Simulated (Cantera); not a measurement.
Input (Python, Cantera) and output of one run.

```python
import numpy as np
import cantera as ct

gas_names = [...]  # 110 gases of nasa_gas.yaml made of C, H, O
cond_names = """
    C(gr) C6H6(L) C7H8(L) C8H18(L),n-octa H2O(s) H2O(L)
""".split()


# ... load() reads the species with a 1 bar reference pressure and builds the phases ...
atoms = {
    'CH3OH': {'C': 1, 'H': 4, 'O': 1},
    'CO2': {'C': 1, 'O': 2},
    'H2': {'H': 2},
}
top_T = {'C(gr)': 4500}  # K; cautious upper limits of use, not melting points


# ... equilibrate(T, P, feed) seeds the gas with the atoms and calls Mixture.equilibrate('TP', solver="vcs", rtol=1e-11, max_steps=5000) ...
results = []
feed = {'CH3OH': 1, 'CO2': 0.044, 'H2': 1.2}  # mol
T = 1000  # K
for P in [10, 46, 220, 1000, 4600, 22000, 100000, 460000, 2200000, 10000000]:
    mix = equilibrate(T, P, feed)
    results.append((T, P, feed, dict(zip(mix.species_names, mix.species_moles))))

top = {s: max(r[3][s] / sum(r[3][g] for g in gas_names) for r in results) for s in gas_names}
cols = sorted((s for s in top if top[s] > 0.001), key=lambda s: -top[s])[:6]
seen = [c for c in cond_names if any(r[3].get(c, 0) > 1e-12 for r in results)]
print("log10 of partial pressures in bar; condensed amounts in mol")
print(f"{'P/Pa':>10s}" + "".join(f"{s[:9]:>10s}" for s in cols + seen))
for T, P, feed, n in results:
    ng = sum(n[g] for g in gas_names)
    print(f"{P:10.4g}" + "".join(f"{np.log10(max(n[s] / ng * P / 1e5, 1e-99)):10.3f}" for s in cols)
          + "".join(f"{n.get(c, 0):10.4g}" for c in seen))
```

Output:

```
log10 of partial pressures in bar; condensed amounts in mol
      P/Pa        H2       CH4       H2O        CO       CO2     C(gr)
        10    -4.127   -12.268    -6.151    -4.615    -6.482         0
        46    -3.464   -10.279    -5.488    -3.952    -5.819         0
       220    -2.784    -8.241    -4.808    -3.273    -5.139         0
      1000    -2.127    -6.270    -4.148    -2.615    -4.480         0
      4600    -1.465    -4.325    -3.446    -1.954    -3.778         0
   2.2e+04    -0.792    -2.607    -2.482    -1.289    -2.822         0
     1e+05    -0.160    -1.341    -1.284    -0.720    -1.686   0.05958
   4.6e+05     0.416    -0.188    -0.231    -0.244    -0.734   0.04388
   2.2e+06     0.931     0.771     0.711     0.111     0.048         0
     1e+07     1.388     1.554     1.523     0.336     0.627         0
```

Method: chemical equilibrium by Gibbs-energy minimisation in Cantera with the NASA 1993 tables (ideal gas, pure condensed phases). The ideal-gas law is rough above about 30 bar.
